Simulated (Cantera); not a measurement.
A Cantera script and its output.

```python
import numpy as np
import cantera as ct

gas = ct.Solution("gri30.yaml")


def delay(T, t_max=10):
    gas.TPX = T, 500000, {'CO': 1, 'H2': 0.035, 'CH4': 0.47, 'O2': 2.28, 'N2': 8.56}
    reactor = ct.IdealGasReactor(gas, clone=False)
    net = ct.ReactorNet([reactor])
    net.rtol, net.atol = 1e-8, 1e-16
    while net.time < t_max:
        t_old, T_old = net.time, reactor.T
        net.step()
        if reactor.T > T + 400:  # ignition: a rise of 400 K
            return t_old + (T + 400 - T_old) / (reactor.T - T_old) * (net.time - t_old)
    return np.nan


taus = []
for T in [1148, 1223, 1298, 1373, 1448, 1523, 1598, 1673, 1748, 1823]:
    taus.append(delay(T))
    print(f"T0 = {T:6g} K   tau = {taus[-1]:.4e} s")
```

Output:

```
T0 =   1148 K   tau = 6.7522e-03 s
T0 =   1223 K   tau = 2.6708e-03 s
T0 =   1298 K   tau = 1.1274e-03 s
T0 =   1373 K   tau = 5.0760e-04 s
T0 =   1448 K   tau = 2.4571e-04 s
T0 =   1523 K   tau = 1.2841e-04 s
T0 =   1598 K   tau = 7.2153e-05 s
T0 =   1673 K   tau = 4.3116e-05 s
T0 =   1748 K   tau = 2.7084e-05 s
T0 =   1823 K   tau = 1.7730e-05 s
```

Cantera simulation using GRI-Mech 3.0 (53 species, 325 reactions); the numbers are that mechanism's predictions, not measurements.
